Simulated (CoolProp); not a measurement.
R22 at 458.45 K and 8.12 MPa is throttled through a valve to 3.42 MPa with no heat exchange. Each further row changes one setting.

The numbers come from the reference Helmholtz-energy equation of state, Kamei 1995 in CoolProp.

```tsv
case	temperature change (K)	final density (kg/m³)
as stated	(withheld)	(withheld)
outlet pressure 1.03 MPa	-55.8	(withheld)
outlet pressure 4.45 MPa	-26.1	133
```

Problem. Complete the blanks.

Solution. 
- as stated, temperature change (K): -34.5
- as stated, final density (kg/m³): 99.8
- outlet pressure 1.03 MPa, final density (kg/m³): 28.1
